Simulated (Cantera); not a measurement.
Feed: 1 mol SiH₂Cl₂, 7 mol NH₃, 30 mol N₂, equilibrated at 848.15 K and 7.70 mbar.

These are equilibrium values from Cantera (NASA tables, ideal gas, pure condensed phases), not measurements of a reactor. Candidate condensed phases: NH₄Cl, Si, Si₃N₄; 28 gas species. The numbers say what is thermodynamically allowed, not how fast it happens.

Base state: N₂ 0.724, H₂ 0.232, HCl 0.0441, SiCl₄ 1.08e-5 (mole fractions); condensed: Si₃N₄(s).

### Question
What changes in the equilibrium state with this change: NH₃ from 7 to 0.37 mol?

### Answer
| species | before | after |
|---|---|---|
| N₂ | 0.724 | 0.923 |
| HCl | 0.0441 | 0.0534 |
| H₂ | 0.232 | 0.0218 |
| SiCl₄ | 1.08e-5 | 0.00224 |
| Si₃N₄(s), mol | 0.333 | 0.309 |

### Question
What changes in the equilibrium state with this change: NH₃ from 7 to 0.48 mol?

### Answer
| species | before | after |
|---|---|---|
| N₂ | 0.724 | 0.917 |
| HCl | 0.0441 | 0.0549 |
| H₂ | 0.232 | 0.0259 |
| SiCl₄ | 1.08e-5 | 0.00178 |
| Si₃N₄(s), mol | 0.333 | 0.314 |
